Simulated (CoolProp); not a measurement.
Aqueous sodium chloride as a coolant, at 18 °C, 1 atm.

Computed with CoolProp (Melinder's fits for secondary coolants).

| mass % | freezing point (°C) | conductivity (W/(m K)) | viscosity (mPa s) | density (kg/m³) | cp (kJ/(kg K)) |
|---|---|---|---|---|---|
| 3.2 | -1.9 | 0.592 | 1.10 | 1022 | 4.012 |
| 4.9 | -3.0 | 0.590 | 1.14 | 1034 | 3.931 |
| 6.6 | -4.1 | 0.589 | … | 1046 | 3.855 |
| 8.3 | -5.3 | 0.587 | … | 1059 | 3.785 |
| 10 | -6.6 | 0.585 | 1.25 | 1071 | 3.720 |
| 11.7 | -7.9 | 0.584 | … | 1084 | 3.658 |
| 13.4 | -9.4 | 0.582 | 1.35 | 1097 | 3.601 |
| 15.2 | -11.1 | 0.580 | 1.41 | 1111 | … |
| 16.9 | -12.8 | 0.579 | 1.47 | 1124 | 3.494 |

**Question.** What belongs in the gaps?

**Answer.** 
- 6.6, viscosity (mPa s): 1.17
- 8.3, viscosity (mPa s): 1.21
- 11.7, viscosity (mPa s): 1.30
- 15.2, cp (kJ/(kg K)): 3.544
